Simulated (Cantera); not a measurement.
Charge: 1 mol Si, 0.55 mol Cl2, 15 mol H2, held at 700 °C and 1100000 Pa.

Method: chemical equilibrium by Gibbs-energy minimisation in Cantera with the NASA 1993 tables (ideal gas, pure condensed phases). The tables' values for SiCl3 are old estimates; treat these amounts as uncertain. Rates play no part.

```tsv
species	before	after
H2	0.975	0.921
SiCl4	0.00613	0.0469
HCl	0.00258	0.0161
SiHCl3	0.0130	0.0150
SiH3Cl	0.000162	4.27e-6
SiH2Cl2	0.00289	0.000505
SiCl2	1.10e-5	2.03e-6
SiCl3	4.84e-5	5.75e-5
Si(s), mol	0.661	0
```
Gas species are given as mole fractions.

Task: What was changed between the two runs?
A) Cl2 from 0.55 to 2 mol
B) Cl2 from 0.55 to 2.8 mol
C) temperature from 700 °C to 902 °C
D) Si replaced by SiCl4

Result: A, Cl2 from 0.55 to 2 mol
